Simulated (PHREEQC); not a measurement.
A PHREEQC input (ion-association model, phreeqc.dat):

```
SOLUTION 1
  temp 25
  units mg/kgw
  pH 8.74
  pe 12.7
  Na 11.1
  K 2.14
  Ca 19.6
  Mg 3.62
  Cl 35.6
  S(6) 6.81 as SO4
  Alkalinity 40.3
  O(0) 0.876
END
USE solution 1
EQUILIBRIUM_PHASES 1
  Quartz 0 0.5
  CO2(g) -2.5 10
END
```

The run finishes without an error or a warning.

Its last state differs from that of the intended input:

```csv
quantity,as run,intended
pH,7.20,7.11
ionic strength (mol/kgw),0.00256,0.00249
HCO3- (mol/kgw),0.000797,0.000654
CaHCO3+ (mol/kgw),3.93e-6,3.24e-6
MgHCO3+ (mol/kgw),1.10e-6,9.07e-7
CO3-2 (mol/kgw),6.95e-7,4.67e-7
```

Task: One thing in the input isn't as intended. What explains the difference?

Result: Several could match; the one computed here: The fault: 'as HCO3' left off the alkalinity, which is then read as CaCO3.
